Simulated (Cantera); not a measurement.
A perfectly stirred reactor is fed with H₂ : O₂ = 0.33 : 1 (molar parts), at 2670 Pa; it is held at 1350 K, and followed from long to short residence time.

Model: the H2/O2 subset of GRI-Mech 3.0, which has no nitrogen chemistry, integrated in Cantera. Radical loss at walls, strong at low pressure, is not modelled. The temperature is held fixed by assumption; the heat of reaction is taken as removed at once.

Question: What does this change do: temperature 1350 to 900 K?

Answer: 
```csv
quantity,before,after
x(H₂) at τ = 5.20 s,0.000151,0.00154
x(O₂) at τ = 5.20 s,0.716,0.717
x(H₂O) at τ = 5.20 s,0.282,0.281
x(HO₂) at τ = 5.20 s,1.95e-6,1.43e-5
x(H₂O₂) at τ = 5.20 s,1.33e-7,9.14e-7
x(H₂) at τ = 21.0 ms,0.00509,0.0275
x(O₂) at τ = 21.0 ms,0.692,0.717
x(H₂O) at τ = 21.0 ms,0.262,0.248
x(HO₂) at τ = 21.0 ms,1.40e-5,4.55e-5
x(H₂O₂) at τ = 21.0 ms,6.38e-7,1.42e-6
```
Below about 950 K walls govern HO2 and H2O2 in real vessels.

Question: What does this change do: pressure from 2670 Pa to 1330 Pa?

Answer: 
| quantity | before | after |
|---|---|---|
| x(H₂) at τ = 5.20 s | 0.000151 | 0.000330 |
| x(O₂) at τ = 5.20 s | 0.716 | 0.714 |
| x(H₂O) at τ = 5.20 s | 0.282 | 0.281 |
| x(HO₂) at τ = 5.20 s | 1.95e-6 | 1.97e-6 |
| x(H₂O₂) at τ = 5.20 s | 1.33e-7 | 1.11e-7 |
| x(H₂) at τ = 21.0 ms | 0.00509 | 0.00934 |
| x(O₂) at τ = 21.0 ms | 0.692 | 0.665 |
| x(H₂O) at τ = 21.0 ms | 0.262 | 0.237 |
| x(HO₂) at τ = 21.0 ms | 1.40e-5 | 7.52e-6 |
| x(H₂O₂) at τ = 21.0 ms | 6.38e-7 | 3.50e-7 |
